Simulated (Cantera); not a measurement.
A closed system holds: 1 mol HMDSO, 4.8 mol N2O, 0.27 mol H2, 0.11 mol NO, equilibrated at 1.33 mbar.

These are equilibrium values from Cantera (NASA tables, ideal gas, pure condensed phases), not measurements of a reactor. Candidate condensed phases: C, C6H6, C7H8, C8H18, H2O, Si, SiC, SiO2, Si2N2O, Si3N4; 151 gas species. The feed counts by its element totals alone. Mutual solubility and eutectic melting of coexisting phases are not modelled. The numbers say what is thermodynamically allowed, not how fast it happens.

Which condensed phases are stable at each of these points (T (°C)): 650, 750, 850, 950, 1050, 1150, 1250, 1350, 1450, 1550, 1650?


```csv
T (°C),condensed phases,Si condensed (%)
650,C(graphite) + SiO2(β-quartz),100.0
750,C(graphite) + SiO2(β-quartz),100.0
850,C(graphite) + SiO2(β-quartz) + Si2N2O(s),100.0
950,C(graphite) + Si2N2O(s),100.0
1050,C(graphite) + Si2N2O(s),100.0
1150,SiC(s) + Si2N2O(s),99.5
1250,SiC(s) + Si2N2O(s),91.6
1350,SiC(s),52.2
1450,SiC(s),52.1
1550,SiC(s),51.8
1650,SiC(s),50.4
```

From 650 °C to 750 °C the condensed part is C(graphite) + SiO2(β-quartz). At 850 °C the condensed part is C(graphite) + SiO2(β-quartz) + Si2N2O(s). From 950 °C to 1050 °C the condensed part is C(graphite) + Si2N2O(s). From 1150 °C to 1250 °C the condensed part is SiC(s) + Si2N2O(s). From 1350 °C to 1650 °C the condensed part is SiC(s).
